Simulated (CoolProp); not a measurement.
Aqueous lithium chloride as a coolant, at 5 °C, 1 atm.

The numbers come from the Melinder's fits for secondary coolants in CoolProp.

```tsv
mass %	freezing point (°C)	viscosity (mPa s)	conductivity (W/(m K))	density (kg/m³)	cp (kJ/(kg K))
5.4	___	1.78	0.560	1032	3.891
7.3	-8.1	1.89	0.556	1043	3.786
9.2	-10.9	___	0.552	1054	___
11.2	___	2.16	0.548	1066	3.579
13.1	-18.6	2.32	___	1077	3.481
15	___	2.50	0.541	1089	3.387
17	-30.9	___	0.537	1101	3.293
18.9	-38.8	2.93	0.534	1113	3.211
20.9	-48.2	3.20	0.530	1125	___
```

Question: Complete the blanks.

Answer: 
- 5.4, freezing point (°C): -5.6
- 9.2, viscosity (mPa s): 2.01
- 9.2, cp (kJ/(kg K)): 3.684
- 11.2, freezing point (°C): -14.4
- 13.1, conductivity (W/(m K)): 0.545
- 15, freezing point (°C): -23.9
- 17, viscosity (mPa s): 2.71
- 20.9, cp (kJ/(kg K)): 3.135
